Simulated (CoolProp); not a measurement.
Vapour-liquid equilibrium of cyclopropane (1) + R134a (2) at 0.944 MPa; x and y are mole fractions of (1).

The numbers come from the multi-fluid Helmholtz-energy mixture model, Polt 1992 and Tillner-Roth 1994; pair parameters Bell 2016 in CoolProp. This equation is an older, rougher fit; its heat capacities, sound speeds and derivatives of the liquid may be far off and weren't checked against measurements.

```tsv
x	bubble temperature (K)	y at the bubble point	dew temperature at overall composition x (K)	liquid density (mol/L)
0.05	307.6	0.105	309.1	11.51
0.2	301.9	0.320	305.0	11.90
0.35	299.2	0.444	301.2	12.26
0.5	298.3	0.528	298.5	12.65
0.65	298.4	0.603	299.0	13.11
0.8	300.0	0.700	302.5	13.65
0.95	305.0	0.888	306.8	14.18
```

y crosses x between x = 0.5 and 0.65: the model has an azeotrope there.

Pair parameters are fitted to limited data, so mixtures are less certain than the pure fluids.
